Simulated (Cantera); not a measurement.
A Cantera script and its output.

```python
import numpy as np
import cantera as ct

gas = ct.Solution("gri30.yaml")
gas.TPX = 1050, 76000, {'N2O': 1}
reactor = ct.IdealGasConstPressureReactor(gas, energy="off", clone=False)
net = ct.ReactorNet([reactor])
net.rtol, net.atol = 1e-08, 1e-18
show = ['N2O', 'NO', 'N2', 'O2', 'NO2', 'O']
times = np.geomspace(1e-05, 60, 9)

steps = ct.SolutionArray(gas, extra=["t"])
rows = []
print(f"{'t/s':>10s}{'T/K':>9s}{'P/Pa':>11s}" + "".join(f"{s:>11s}" for s in show))
for t in times:
    while net.time < t:
        t_next = net.step()
        steps.append(gas.state, t=t_next)
    rows.append([np.interp(t, steps.t, y) for y in (steps.T, steps.P, *steps(*show).X.T)])
    print(f"{t:10.3e}{rows[-1][0]:9.1f}{rows[-1][1]:11.4g}" + "".join(f"{x:11.3e}" for x in rows[-1][2:]))
rate = np.gradient(steps.T, steps.t)
print("integrator steps:", len(steps.t))
if steps.T.max() > steps.T[0] + 200:
    print(f"time of steepest temperature rise: {steps.t[rate.argmax()]:.4e} s")
gas.TPX = 1050, 76000, {'N2O': 1}
gas.equilibrate("TP")
print(f"equilibrium (TP): T = {gas.T:.1f} K  " + "  ".join(f"{s} {gas[s].X[0]:.3e}" for s in show))
```

Result:

```
       t/s      T/K       P/Pa        N2O         NO         N2         O2        NO2          O
 1.000e-05   1050.0    7.6e+04  1.000e+00  2.620e-09  1.091e-07  2.342e-08  1.985e-16  6.096e-08
 7.035e-05   1050.0    7.6e+04  1.000e+00  5.142e-08  1.062e-06  4.594e-07  7.610e-14  1.177e-07
 4.949e-04   1050.0    7.6e+04  1.000e+00  4.369e-07  8.145e-06  3.904e-06  5.494e-12  1.184e-07
 3.482e-03   1050.0    7.6e+04  9.999e-01  3.149e-06  5.797e-05  2.814e-05  2.841e-10  1.184e-07
 2.449e-02   1050.0    7.6e+04  9.994e-01  2.221e-05  4.084e-04  1.986e-04  1.371e-08  1.184e-07
 1.723e-01   1050.0    7.6e+04  9.956e-01  1.554e-04  2.866e-03  1.393e-03  5.493e-07  1.182e-07
 1.212e+00   1050.0    7.6e+04  9.696e-01  1.062e-03  1.976e-02  9.607e-03  1.007e-05  1.170e-07
 8.529e+00   1050.0    7.6e+04  8.127e-01  6.402e-03  1.217e-01  5.918e-02  7.244e-05  1.081e-07
 6.000e+01   1050.0    7.6e+04  3.141e-01  2.101e-02  4.467e-01  2.179e-01  2.464e-04  6.528e-08
integrator steps: 726
equilibrium (TP): T = 1050.0 K  N2O 3.866e-09  NO 6.154e-05  N2 6.666e-01  O2 3.333e-01  NO2 2.601e-06  O 4.457e-10
```

Computed with Cantera and GRI-Mech 3.0 (53 species, 325 reactions). GRI-Mech 3.0 was tuned for natural gas; its chemistry of N2O as a main component is partial and can be far from experiment. The mechanism lacks the step 2 NO + O2 → 2 NO2, which can matter for NO2 below about 1400 K. The temperature is held fixed by assumption; the heat of reaction is taken as removed at once.
